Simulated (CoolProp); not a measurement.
Values from CoolProp's reference Helmholtz-energy equation of state, Thol 2016.

Problem. For hexamethyldisiloxane (MM), give the phase and the speed of sound (m/s), Joule-Thomson coefficient (K/MPa) at 145.85 °C and 0.0305 MPa; 145.85 °C and 0.877 MPa; 145.85 °C and 5.98 MPa.

Solution. 
- 145.85 °C and 0.0305 MPa: gas; speed of sound 147, Joule-Thomson coefficient 16.5
- 145.85 °C and 0.877 MPa: liquid; speed of sound 478, Joule-Thomson coefficient -0.0258
- 145.85 °C and 5.98 MPa: liquid; speed of sound 568, Joule-Thomson coefficient -0.172
